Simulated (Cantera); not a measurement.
A freely propagating, adiabatic, planar premixed flame of CO : H₂ : O₂ : N₂ = 1 : 0.56 : 1.04 : 3.91 (molar parts), equivalence ratio 0.75, unburnt at 550 K and 3750 Torr; mixture-averaged transport, grid criteria slope 0.08 and curve 0.16, no radiation.

Computed with Cantera and GRI-Mech 3.0 (53 species, 325 reactions). The hydrogen kinetics of GRI-Mech 3.0 are dated; newer H2 mechanisms differ, most at raised pressure. Burning velocities carry a grid error of a few per cent, more on coarse grids.

Q: What does this change do: O2 1.04 to 0.78 parts?

A: 
```tsv
quantity	before	after
laminar burning velocity	119 cm/s	129 cm/s
thermal thickness	0.0999 mm	0.104 mm
peak x(HO₂)	0.000548	0.000516
peak x(H₂O₂)	0.000116	9.92e-5
```

Q: What does this change do: inlet temperature 550 to 448 K?

A: 
| quantity | before | after |
|---|---|---|
| laminar burning velocity | 119 cm/s | 76.5 cm/s |
| thermal thickness | 0.0999 mm | 0.102 mm |
| peak x(HO₂) | 0.000548 | 0.000532 |
| peak x(H₂O₂) | 0.000116 | 0.000135 |
